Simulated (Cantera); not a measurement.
A closed system holds: 1 mol Si, 0.033 mol H₂O, 240 mol N₂, equilibrated at 1452 °C and 13.5 Torr.

Cantera equilibrium calculation (NASA polynomials, part measured and part estimated; ideal gas, pure solids and liquids). Candidate condensed phases: H₂O, Si, SiO₂, Si₂N₂O, Si₃N₄; 35 gas species. The numbers say what is thermodynamically allowed, not how fast it happens.

Base state: N₂ 1.000, SiO 0.000138, H₂ 0.000130, H 1.58e-5, Si 1.49e-5 (mole fractions); condensed: Si₃N₄(s).

Task: What changes in the equilibrium state with this change: temperature from 1452 °C to 900 °C?

Result: 
```json
[
 {"species": "N₂", "before": "1.000", "after": "1.000"},
 {"species": "H₂", "before": "0.000130", "after": "0.000138"},
 {"species": "H", "before": "1.58e-5", "after": "1.03e-8"},
 {"species": "SiO", "before": "0.000138", "after": "<1e-9"},
 {"species": "Si", "before": "1.49e-5", "after": "<1e-9"},
 {"species": "Si₃N₄(s), mol", "before": "0.321", "after": "0.311"},
 {"species": "Si₂N₂O(s), mol", "before": "0", "after": "0.0330"}
]
```
N₂ is the only nitrogen source here; it is nearly inert below about 1500 K, so the nitride shown seldom forms there in practice. Mutual solubility and eutectic melting of coexisting phases are not modelled.
